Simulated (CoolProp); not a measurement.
Oxygen along the isotherm -187.25 °C: Z from the reference equation and from simpler models built on Tc = -118.6 °C, pc = 5.046 MPa, ω = 0.022; each cubic takes its own stable root.

The numbers come from the reference Helmholtz-energy equation of state, Schmidt 1985 in CoolProp.

| p (MPa) | phase | reference | van der Waals | Redlich-Kwong | Peng-Robinson |
|---|---|---|---|---|---|
| 0.00798 | gas | 0.9973 | 0.9982 | 0.9973 | 0.9974 |
| 0.0135 | gas | 0.9954 | 0.9969 | 0.9954 | 0.9955 |
| 0.0227 | gas | 0.9922 | 0.9948 | 0.9923 | 0.9925 |
| 0.0384 | gas | 0.9865 | 0.9912 | 0.9869 | 0.9872 |
| 0.0647 | liquid | 0.002494 | 0.9852 | 0.002459 | 0.002209 |
| 0.109 | liquid | 0.004202 | 0.9747 | 0.004143 | 0.003722 |
| 0.184 | liquid | 0.007092 | 0.9566 | 0.006993 | 0.006282 |
| 0.311 | liquid | 0.01198 | 0.01748 | ? | 0.01062 |
| 0.525 | liquid | 0.02022 | 0.02948 | 0.01994 | 0.01791 |
| 0.886 | liquid | 0.03411 | 0.04968 | ? | 0.03021 |
| 1.5 | liquid | 0.05768 | ? | 0.05687 | 0.05109 |
| 2.52 | liquid | 0.09674 | 0.1404 | ? | 0.08568 |

Question: Some entries are withheld; supply them.

Answer: 
- 0.311, Redlich-Kwong: 0.01182
- 0.886, Redlich-Kwong: 0.03363
- 1.5, van der Waals: 0.08391
- 2.52, Redlich-Kwong: 0.09536

At some of these states van der Waals gives the other phase, because its saturation line lies elsewhere.
